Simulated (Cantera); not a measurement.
A freely propagating, adiabatic, planar premixed flame of C2H4 : O2 : N2 : H2O = 1 : 3.33 : 12.5 : 1.6 (molar parts), equivalence ratio 0.90, unburnt at 675 K and 750 Torr; mixture-averaged transport, grid criteria slope 0.08 and curve 0.16, no radiation.

Computed with Cantera and GRI-Mech 3.0 (53 species, 325 reactions). GRI-Mech 3.0 was tuned for natural gas; its chemistry of ethylene as a main component is partial and can be far from experiment. Burning velocities carry a grid error of a few per cent, more on coarse grids.

x: mole fraction of selected species; z is measured from the peak of heat release.

```
z (mm)   T (K)  u (m/s)    x C2H4    x O2   x H2O  x C2H2      x H2     x CO2
-------  -----  -------  --------  ------  ------  ------  --------  --------
-0.830     675     2.60    0.0543   0.181  0.0868   <1e-8  0.000175     <1e-8
-0.554     675     2.60    0.0542   0.181  0.0868     ___  0.000766   1.98e-7
-0.415     676     2.61    0.0542   0.180  0.0868     ___   0.00161   1.22e-6
-0.277     684     2.64    0.0539   0.179  0.0875     ___   0.00377   1.85e-5
-0.138     844     3.30    0.0480   0.166  0.0990     ___   0.00960  0.000908
-0.0692   1193     4.74    0.0311   0.134   0.122     ___    0.0143   0.00490
0         1579     6.38   0.00928  0.0929   0.148     ___    0.0172    0.0140
0.0692    1793     7.29  0.000893  0.0644   0.162     ___    0.0155    0.0267
0.138     1863     7.56   3.34e-5  0.0512   0.166     ___    0.0133    0.0394
0.277     1925     7.76   3.02e-8  0.0419   0.165     ___    0.0129    0.0574
0.554     2004     8.01     <1e-8  0.0363   0.165   <1e-8    0.0130    0.0714
1.11      2096     8.32     <1e-8  0.0326   0.169   <1e-8    0.0113    0.0780
2.21      2190     8.64     <1e-8  0.0293   0.176   <1e-8   0.00879    0.0833
```

Complete the blanks.


- -0.554, x C2H2: 5.15e-8
- -0.415, x C2H2: 3.04e-7
- -0.277, x C2H2: 4.10e-6
- -0.138, x C2H2: 0.000163
- -0.0692, x C2H2: 0.000854
- 0, x C2H2: 0.00181
- 0.0692, x C2H2: 0.000651
- 0.138, x C2H2: 4.85e-5
- 0.277, x C2H2: 8.55e-8
